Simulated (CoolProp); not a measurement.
Vapour-liquid equilibrium of ethylene (1) + propylene (2) at 173 K; x and y are mole fractions of (1).

The numbers come from the multi-fluid Helmholtz-energy mixture model, Smukala 2000 and Lemmon 2013; pair parameters Bell 2016 in CoolProp.

| x | bubble pressure, mixture model (bar) | bubble pressure, Raoult's law (bar) | y, mixture model | y, Raoult's law |
|---|---|---|---|---|
| 0.05 | 0.1068 | 0.1000 | 0.646 | 0.624 |
| 0.125 | ___ | 0.1907 | 0.830 | 0.818 |
| 0.2 | 0.3058 | 0.2813 | 0.894 | 0.887 |
| 0.275 | 0.4023 | 0.3719 | 0.926 | 0.923 |
| 0.35 | 0.4960 | 0.4625 | 0.946 | 0.944 |
| 0.425 | 0.5870 | 0.5532 | 0.959 | 0.959 |
| 0.5 | ___ | 0.6438 | 0.968 | 0.969 |
| 0.575 | 0.7613 | 0.7344 | ___ | 0.977 |
| 0.65 | ___ | 0.8250 | 0.981 | 0.983 |
| 0.725 | 0.9294 | 0.9157 | 0.986 | 0.988 |
| 0.8 | 1.013 | 1.006 | 0.990 | 0.992 |
| 0.875 | 1.099 | 1.097 | 0.994 | 0.995 |
| 0.95 | 1.187 | 1.188 | 0.998 | 0.998 |

Q: What belongs in the gaps?

A: 
- 0.125, bubble pressure, mixture model (bar): 0.2071
- 0.5, bubble pressure, mixture model (bar): 0.6752
- 0.575, y, mixture model: 0.975
- 0.65, bubble pressure, mixture model (bar): 0.8457

The largest gap from Raoult's law is +8.7 % in bubble pressure, at x = 0.2. No azeotrope shows between x = 0.05 and 0.95.

The pair parameters rest on a limited set of measurements; away from them the model extrapolates.
